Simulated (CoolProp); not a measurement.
Vapour-liquid equilibrium of propane (1) + n-butane (2) at -19.75 °C; x and y are mole fractions of (1).

Computed with CoolProp (multi-fluid Helmholtz-energy mixture model, Lemmon 2009 and Bücker 2006; pair parameters Kunz 2012).

| x | bubble pressure, mixture model (MPa) | bubble pressure, Raoult's law (MPa) | y, mixture model | y, Raoult's law |
|---|---|---|---|---|
| 0.05 | 0.05520 | 0.05577 | 0.209 | 0.221 |
| 0.2 | 0.08421 | 0.08592 | 0.557 | 0.574 |
| 0.35 | 0.1139 | 0.1161 | 0.730 | 0.744 |
| 0.5 | 0.1439 | 0.1462 | 0.833 | 0.844 |
| 0.65 | 0.1743 | 0.1764 | 0.902 | 0.909 |
| 0.8 | 0.2050 | 0.2065 | 0.951 | 0.956 |
| 0.95 | 0.2362 | 0.2367 | 0.989 | 0.990 |

The largest gap from Raoult's law is -2.0 % in bubble pressure, at x = 0.2. No azeotrope shows between x = 0.05 and 0.95.

The pair parameters rest on a limited set of measurements; away from them the model extrapolates.
